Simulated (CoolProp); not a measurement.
A single-stage vapour-compression cycle with the fluid: evaporating at 278.15 K (dew point), condensing at 304.15 K (bubble point), superheat 0 K, subcooling 2 K, compressor efficiency 0.65, no pressure losses. The same conditions are run with several fluids, on thermodynamics alone (safety and materials aside).

Values from CoolProp's reference Helmholtz-energy equation of state of each fluid (R113: Marx 1992; R142b: Lemmon 2006; R11: Jacobsen 1992; n-perfluorohexane: Gao 2022; R134a: Tillner-Roth 1994; R143a: Lemmon and Jacobsen 2000).

Task: Rank R113, R142b, R11, n-perfluorohexane, R134a, R143a by cooling COP, highest first.

Result: R11 (6.53), R113 (6.45), R142b (6.36), R134a (6.18), n-perfluorohexane (5.97), R143a (5.84)

| fluid | pressure ratio | discharge temperature (K) | refrigerating effect (kJ/kg) | volumetric capacity (kJ/m³) |
|---|---|---|---|---|
| R113 | 2.96 | 311.7 | 135 | 212 |
| R142b | 2.33 | 316.8 | 184 | 1480 |
| R11 | 2.63 | 324.0 | 167 | 503 |
| n-perfluorohexane | 3.36 | 304.2 | 73.3 | 123 |
| R134a | 2.27 | 315.9 | 161 | 2760 |
| R143a | 2.04 | 314.8 | 144 | 4610 |

The compression ends wet for: n-perfluorohexane.
